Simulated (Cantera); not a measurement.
Charge: 1 mol Fe2O3, 0.92 mol Cl2, 5.5 mol N2, at 1448.15 K and 2.20 bar.

Cantera equilibrium calculation (NASA polynomials, part measured and part estimated; ideal gas, pure solids and liquids). Candidate condensed phases: Fe, FeCl2, FeCl3, FeO, Fe2O3, Fe3O4; 19 gas species. Equilibrium is a limit: real reactors are often held back by kinetics, nucleation or transport.

### Question
What is the equilibrium state?

### Answer
```
Item                                     Value
-----------------------------------  ---------
x(N2)                                    0.826
x(O2)                                   0.0542
x(FeCl3)                                0.0422
x(Cl2)                                  0.0415
x(FeCl2)                                0.0301
x(Cl)                                  0.00559
x(NO)                                 0.000489
x(Fe2Cl4)                             0.000118
x(Fe2Cl6)                              5.49e-5
n(Fe2O3(s))                          0.758 mol
gas amount                           6.660 mol
log10 activity of FeCl2(l) (absent)      -1.64
log10 activity of Fe(γ) (absent)         -7.44
```
